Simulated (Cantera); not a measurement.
What does this Cantera script print?

```python
import numpy as np
import cantera as ct

gas_names = """
    B BH BH2 BH3 BO BO2 B2 B2O B2O2 B2O3 B3O3H3 H HBO HBO2 HO2 H2 H2O H2O2 H3B3O6 O OH O2 O3
""".split()
cond_names = """
    B(b) B(L) B2O3(L) B3O3H3(cr) H2O(s) H2O(L)
""".split()


def load(file, names, dense=False):
    # The tables refer to 1 bar. Condensed volumes are neglected.
    table = {s.name: s for s in ct.Species.list_from_file(file)}
    out = []
    for n in names:
        d = dict(table[n].input_data)
        d["thermo"] = dict(d["thermo"], **{"reference-pressure": 1e5})
        if dense:
            d["equation-of-state"] = {"model": "constant-volume", "density": "1e6 g/cm^3"}
        out.append(ct.Species.from_dict(d))
    return out


gas = ct.Solution(thermo="ideal-gas", species=load("nasa_gas.yaml", gas_names))
cond = {s.name: ct.Solution(thermo="fixed-stoichiometry", species=[s], name=s.name)
        for s in load("nasa_condensed.yaml", cond_names, dense=True)}
atoms = {
    'B2O3': {'B': 2, 'O': 3},
    'H2O': {'H': 2, 'O': 1},
}
top_T = {}  # K; cautious upper limits of use, not melting points


def equilibrate(T, P, feed):
    n = {}
    for name, mol in feed.items():
        for a, k in atoms[name].items():
            n[a] = n.get(a, 0.0) + k * mol
    gas.TPX = T, P, n
    mass = sum(n.values()) * gas.mean_molecular_weight
    gas.equilibrate("TP")
    valid = [c for c in cond.values() if c.min_temp <= T <= top_T.get(c.name, c.max_temp)]
    mix = ct.Mixture([(gas, mass / gas.mean_molecular_weight)] + [(c, 0.0) for c in valid])
    mix.T, mix.P = T, P
    mix.equilibrate("TP", solver="vcs", rtol=1e-11, max_steps=5000)
    return mix


results = []
feed = {'B2O3': 1, 'H2O': 0.24}  # mol
T = 2073  # K
P = 1333.22  # Pa
mix = equilibrate(T, P, feed)
results.append((T, P, feed, dict(zip(mix.species_names, mix.species_moles))))
print(gas.report(threshold=1e-06))
for i in range(1, mix.n_phases):
    print(f"{mix.phase(i).name:16s} {mix.phase_moles(i):12.5e} mol")
```

It prints:

```
       temperature   2073 K
          pressure   1333.2 Pa
           density   0.0045663 kg/m^3
  mean mol. weight   59.033 kg/kmol
   phase of matter   gas

                          1 kg             1 kmol
                     ---------------   ---------------
          enthalpy       -9.6213e+06       -5.6797e+08  J
   internal energy       -9.9133e+06       -5.8521e+08  J
           entropy            7774.9        4.5898e+05  J/K
    Gibbs function       -2.5739e+07       -1.5194e+09  J
 heat capacity c_p            1578.8             93199  J/K
 heat capacity c_v            1437.9             84885  J/K

                      mass frac. Y      mole frac. X     chem. pot. / RT
                     ---------------   ---------------   ---------------
                BO          0.001173         0.0025828           -38.865
               BO2          0.010285          0.014184           -59.581
              B2O2        0.00015565        0.00017137           -77.731
              B2O3           0.73696           0.62492           -98.447
                 H        2.8204e-05         0.0016518            -14.58
               HBO        0.00028573        0.00060638           -53.446
              HBO2           0.24436           0.32922           -74.162
                H2        0.00017959         0.0052588           -29.161
               H2O         0.0061804          0.020253           -49.877
                 O        4.4198e-05        0.00016308           -20.716
                OH        0.00020844        0.00072352           -35.296
                O2        0.00014556        0.00026854           -41.432
     [  +11 minor]        3.4804e-08         1.865e-08

B(b)              0.00000e+00 mol
B2O3(L)           0.00000e+00 mol
```

Equilibrium computed with Cantera from the NASA thermochemical tables; the gas is ideal and each condensed phase is pure.
